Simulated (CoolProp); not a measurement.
Vapour-liquid equilibrium of R125 (1) + R115 (2) at 0.00994 MPa; x and y are mole fractions of (1).

The numbers come from the multi-fluid Helmholtz-energy mixture model, Lemmon 2005 and Lemmon 2016; pair parameters Bell 2016 in CoolProp.

```
x      bubble temperature (K)  y at the bubble point  dew temperature at overall composition x (K)  liquid density (mol/L)
-----  ----------------------  ---------------------  --------------------------------------------  ----------------------
0.05                    190.9             (withheld)                                         192.1                   11.03
0.125                   189.1                  0.307                                         191.2              (withheld)
0.2                     188.0                  0.404                                         190.4                   11.40
0.275                   187.2                  0.472                                         189.5              (withheld)
0.35                    186.7                  0.524                                    (withheld)                   11.76
0.425                   186.3                  0.565                                         187.7                   11.95
0.5                     186.1                  0.602                                    (withheld)                   12.14
0.575                   185.9                  0.637                                         186.3              (withheld)
0.65                    185.8                  0.673                                         185.9                   12.56
0.725                   185.8                  0.714                                         185.8                   12.79
0.8                     185.9                  0.763                                         186.0                   13.02
0.875                   186.1                  0.827                                         186.4              (withheld)
0.95                    186.6                  0.916                                         186.8                   13.52
```

Q: What belongs in the gaps?

A: 
- 0.05, y at the bubble point: 0.157
- 0.125, liquid density (mol/L): 11.22
- 0.275, liquid density (mol/L): 11.57
- 0.35, dew temperature at overall composition x (K): 188.6
- 0.5, dew temperature at overall composition x (K): 186.9
- 0.575, liquid density (mol/L): 12.35
- 0.875, liquid density (mol/L): 13.27

y crosses x between x = 0.65 and 0.725: the model has an azeotrope there.

Pair parameters are fitted to limited data, so mixtures are less certain than the pure fluids.
